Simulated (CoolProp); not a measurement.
Model: reference Helmholtz-energy equation of state, Smukala 2000, in CoolProp.

Problem. Give the vapour pressure (kPa), liquid density (kg/m³), liquid cp (kJ/(kg K)), vapour Z of saturated ethylene at -65.55, -42.65 °C.

Solution. 
| T (°C) | p (kPa) | liquid density (kg/m³) | liquid cp (kJ/(kg K)) | vapour Z |
|---|---|---|---|---|
| -65.55 | 615 | 509 | 2.58 | 0.883 |
| -42.65 | 1340 | 466 | 2.85 | 0.798 |
